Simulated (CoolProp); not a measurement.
Saturated liquid density (kg/m³) of sulfur hexafluoride: the reference equation beside estimates from Tc = 318.7 K, pc = 37.55 bar, ω = 0.210. Rackett uses Z = 0.29056 − 0.08775 ω.

Model: reference Helmholtz-energy equation of state, Guder 2009, in CoolProp.

| T (K) | reference | Rackett | van der Waals | Redlich-Kwong | Peng-Robinson |
|---|---|---|---|---|---|
| 233.5 | 1795 | 1857 | 1147 | 1651 | 1936 |
| 237.9 | 1772 | 1832 | 1131 | 1623 | 1907 |
| 242.3 | 1748 | 1807 | 1115 | 1595 | 1876 |
| 246.7 | 1724 | 1781 | 1099 | 1565 | 1843 |
| 251 | 1700 | 1755 | 1082 | 1536 | 1810 |
| 255.4 | 1674 | 1727 | 1065 | 1504 | 1775 |
| 259.8 | 1647 | 1698 | 1047 | 1471 | 1738 |
| 264.2 | 1619 | 1669 | 1028 | ? | 1699 |
| 268.6 | 1590 | 1638 | 1008 | 1402 | ? |
| 273 | 1559 | ? | 987.4 | 1364 | 1614 |

Task: What belongs in the gaps?

Result: 
- 264.2, Redlich-Kwong: 1437
- 268.6, Peng-Robinson: 1658
- 273, Rackett: 1606

Absolute difference from the reference over all 10 rows, mean and median: Rackett 3.2 and 3.2 %, van der Waals 36.4 and 36.4 %, Redlich-Kwong 10.0 and 9.9 %, Peng-Robinson 6.0 and 6.3 %.
